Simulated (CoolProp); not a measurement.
Saturated liquid density (kg/m³) of methane: the reference equation beside estimates from Tc = 190.6 K, pc = 4599 kPa, ω = 0.011.

Computed with CoolProp (reference Helmholtz-energy equation of state, Setzmann 1991).

```tsv
T (K)	reference	Redlich-Kwong	Soave-Redlich-Kwong	Peng-Robinson
121.2	408.1	410.0	404.6	457.3
124.8	(withheld)	403.1	398.0	450.0
128.4	396.7	395.8	391.1	442.4
132	390.7	388.3	383.9	434.5
135.5	(withheld)	380.8	376.7	426.4
139.1	378.5	(withheld)	(withheld)	417.7
142.7	(withheld)	364.2	360.7	408.6
146.3	365.2	355.3	(withheld)	399.0
149.9	358.1	346.0	343.2	388.9
```

**Question.** Fill in the missing entries.

**Answer.** 
- 124.8, reference: 402.4
- 135.5, reference: 384.8
- 139.1, Redlich-Kwong: 372.6
- 139.1, Soave-Redlich-Kwong: 368.9
- 142.7, reference: 371.9
- 146.3, Soave-Redlich-Kwong: 352.2

Absolute difference from the reference over all 9 rows, mean and median: Redlich-Kwong 1.4 and 1.0 %, Soave-Redlich-Kwong 2.3 and 2.1 %, Peng-Robinson 10.6 and 10.8 %.
